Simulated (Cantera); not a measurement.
Feed: 1 mol SiH2Cl2, 67 mol N2, equilibrated at 1400 K and 35.0 Pa.

Equilibrium computed with Cantera from the NASA thermochemical tables; the gas is ideal and each condensed phase is pure. Candidate condensed phases: NH4Cl, Si, Si3N4; 28 gas species. N2 is the only nitrogen source here; it is nearly inert below about 1500 K, so the nitride shown seldom forms there in practice. The tables' values for SiCl3 are old estimates; treat these amounts as uncertain. The numbers say what is thermodynamically allowed, not how fast it happens.

Base state: N2 0.971, HCl 0.0154, H2 0.00687, SiCl2 0.00667, SiCl3 0.000115, Cl 3.97e-5, H 2.16e-5 (mole fractions); condensed: Si3N4(s).

Problem. What changes in the equilibrium state with this change: N2 from 67 to 1.7 mol?

Solution. 
```tsv
species	before	after
N2	0.971	0.412
HCl	0.0154	0.265
H2	0.00687	0.165
SiCl2	0.00667	0.147
SiHCl3	2.67e-7	0.000101
SiCl4	8.43e-6	0.00230
SiCl3	0.000115	0.00890
Si3N4(s), mol	0.178	0.156
```
